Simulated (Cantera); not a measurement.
**Transport properties of process gases**

Gas mixture: O₂ : N₂O = 0.34 : 0.15 (molar parts), at 105 Torr, frozen composition.

Cantera's kinetic-theory transport with the Lennard-Jones parameters of GRI-Mech 3.0, ideal gas; thermal conductivity in the mixture-averaged form. The composition is frozen, though it would react at the higher temperatures.

```json
[
 {"T (K)": "400", "ρ (kg/m³)": "0.150", "cp (J/kg/K)": "952.3", "μ (µPa s)": "23.3", "λ (mW/m/K)": "31.0", "Pr": "0.714", "D (cm²/s) NO": "2.24", "D (cm²/s) CO₂": "1.71", "D (cm²/s) H₂O": "2.60"},
 {"T (K)": "550", "ρ (kg/m³)": "0.109", "cp (J/kg/K)": "1020", "μ (µPa s)": "29.6", "λ (mW/m/K)": "42.2", "Pr": "0.716", "D (cm²/s) NO": "3.89", "D (cm²/s) CO₂": "3.04", "D (cm²/s) H₂O": "4.76"},
 {"T (K)": "700", "ρ (kg/m³)": "0.0858", "cp (J/kg/K)": "1076", "μ (µPa s)": "35.2", "λ (mW/m/K)": "52.7", "Pr": "0.719", "D (cm²/s) NO": "5.86", "D (cm²/s) CO₂": "4.65", "D (cm²/s) H₂O": "7.43"},
 {"T (K)": "850", "ρ (kg/m³)": "0.0707", "cp (J/kg/K)": "1120", "μ (µPa s)": "40.3", "λ (mW/m/K)": "62.6", "Pr": "0.722", "D (cm²/s) NO": "8.14", "D (cm²/s) CO₂": "6.50", "D (cm²/s) H₂O": "10.5"},
 {"T (K)": "1000", "ρ (kg/m³)": "0.0601", "cp (J/kg/K)": "1152", "μ (µPa s)": "45.0", "λ (mW/m/K)": "71.8", "Pr": "0.723", "D (cm²/s) NO": "10.7", "D (cm²/s) CO₂": "8.58", "D (cm²/s) H₂O": "14.0"},
 {"T (K)": "1150", "ρ (kg/m³)": "0.0522", "cp (J/kg/K)": "1175", "μ (µPa s)": "49.5", "λ (mW/m/K)": "80.6", "Pr": "0.721", "D (cm²/s) NO": "13.5", "D (cm²/s) CO₂": "10.9", "D (cm²/s) H₂O": "17.9"},
 {"T (K)": "1300", "ρ (kg/m³)": "0.0462", "cp (J/kg/K)": "1195", "μ (µPa s)": "53.7", "λ (mW/m/K)": "89.0", "Pr": "0.721", "D (cm²/s) NO": "16.6", "D (cm²/s) CO₂": "13.4", "D (cm²/s) H₂O": "22.2"}
]
```
D: mixture-averaged diffusion coefficient of that species in the mixture.
